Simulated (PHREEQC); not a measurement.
A solution holds 4.9 mmol/kgw Rb2SO4, at 25 °C. Closed to the air; pH follows from the charge balance.

Model: ion-association model, wateq4f.dat, run in PHREEQC.

Each row changes one thing in this solution. This is a speciation only: nothing precipitates in the calculation.

| case | pH | HSO4- (mol/kgw) |
|---|---|---|
| as made | 7.05 | 2.96e-8 |
| Rb2SO4 from 0.0049 to 0.0245 mol/kgw | 7.14 | 8.92e-8 |
| temperature from 25 to 15 °C | 7.22 | (withheld) |
| 0.00034 mol/kgw NaOH added | 10.48 | 1.11e-11 |
| 0.00076 mol/kgw H2SO4 added | (withheld) | (withheld) |
| 0.0023 mol/kgw Na2SO4 added | 7.07 | (withheld) |
| temperature from 25 to 35 °C | 6.91 | 5.14e-8 |

Question: What belongs in the gaps?

Answer: 
- temperature from 25 to 15 °C, HSO4- (mol/kgw): 1.65e-8
- 0.00076 mol/kgw H2SO4 added, pH: 2.98
- 0.00076 mol/kgw H2SO4 added, HSO4- (mol/kgw): 0.000367
- 0.0023 mol/kgw Na2SO4 added, HSO4- (mol/kgw): 3.91e-8
